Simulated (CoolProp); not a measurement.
Vapour-liquid equilibrium of R152A (1) + isobutane (2) at 227.2 K; x and y are mole fractions of (1).

Model: multi-fluid Helmholtz-energy mixture model, Outcalt 1996 and Bücker 2006; pair parameters Bell 2016, in CoolProp.

| x | bubble pressure, mixture model (kPa) | bubble pressure, Raoult's law (kPa) | y, mixture model | y, Raoult's law |
|---|---|---|---|---|
| 0.05 | 27.43 | 21.68 | 0.267 | 0.079 |
| 0.2 | 38.54 | 23.69 | 0.534 | 0.291 |
| 0.35 | 42.63 | 25.69 | 0.612 | 0.469 |
| 0.5 | 43.81 | 27.70 | 0.641 | 0.621 |
| 0.65 | 44.07 | 29.71 | 0.658 | 0.753 |
| 0.8 | 43.60 | 31.72 | 0.694 | 0.868 |
| 0.95 | 38.99 | 33.73 | 0.846 | 0.969 |

The largest gap from Raoult's law is +65.9 % in bubble pressure, at x = 0.35. y crosses x between x = 0.65 and 0.8: the model has an azeotrope there.

The pair parameters rest on a limited set of measurements; away from them the model extrapolates. With so large a gap from Raoult's law the liquid may split in two, which this calculation doesn't test in full.
